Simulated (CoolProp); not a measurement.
Tetrahydrofuran along the isobar 11.4 MPa: Z from the reference equation and from simpler models built on Tc = 267.0 °C, pc = 5.304 MPa, ω = 0.234; each cubic takes its own stable root.

Computed with CoolProp (reference Helmholtz-energy equation of state, Fiedler 2023).

| T (°C) | phase | reference |
|---|---|---|
| -31.15 | liquid | 0.4305 |
| -19.95 | liquid | 0.4164 |
| -8.75 | liquid | 0.4037 |
| 2.45 | liquid | 0.3922 |
| 13.65 | liquid | 0.3816 |
| 24.85 | liquid | 0.3721 |
| 36.05 | liquid | 0.3634 |
| 47.25 | liquid | 0.3554 |
| 58.45 | liquid | 0.3482 |
| 69.65 | liquid | 0.3416 |
| 80.85 | liquid | 0.3356 |
| 92.05 | liquid | 0.3302 |
| 103.25 | liquid | 0.3253 |
| 114.45 | liquid | 0.3209 |

Q: How far does each simpler model (van der Waals, Redlich-Kwong, Soave-Redlich-Kwong) lie from the reference over these 14 states: mean and median of the absolute difference, and the worst?

A: 
- van der Waals: mean 58.4 %, median 58.4 %, worst +61.8 % at -31.15 °C and 11.4 MPa
- Redlich-Kwong: mean 9.5 %, median 9.5 %, worst +10.0 % at -31.15 °C and 11.4 MPa
- Soave-Redlich-Kwong: mean 7.3 %, median 7.1 %, worst +8.7 % at -31.15 °C and 11.4 MPa
